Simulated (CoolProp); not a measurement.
Vapour-liquid equilibrium of 1-butene (1) + acetone (2) at 10 bar; x and y are mole fractions of (1).

Model: multi-fluid Helmholtz-energy mixture model, Lemmon 2005 and Lemmon 2006; pair parameters Bell 2016, in CoolProp.

```csv
x,"bubble temperature, mixture model (K)","bubble temperature, Raoult's law (K)","y, mixture model","y, Raoult's law"
0.05,405.9,409.9,0.201,0.171
0.15,388.3,398.3,0.482,0.422
0.25,375.8,388.5,0.639,0.593
0.35,367.3,380.1,0.729,0.712
0.45,361.6,372.7,0.785,0.797
0.55,357.4,366.3,0.825,0.860
0.65,354.1,360.6,0.858,0.907
0.75,351.3,355.5,0.890,0.942
0.85,348.6,351.0,0.927,0.970
0.95,346.1,346.9,0.972,0.991
```

The largest gap from Raoult's law is -12.8 K in bubble temperature, at x = 0.35. No azeotrope shows between x = 0.05 and 0.95.

Pair parameters are fitted to limited data, so mixtures are less certain than the pure fluids.
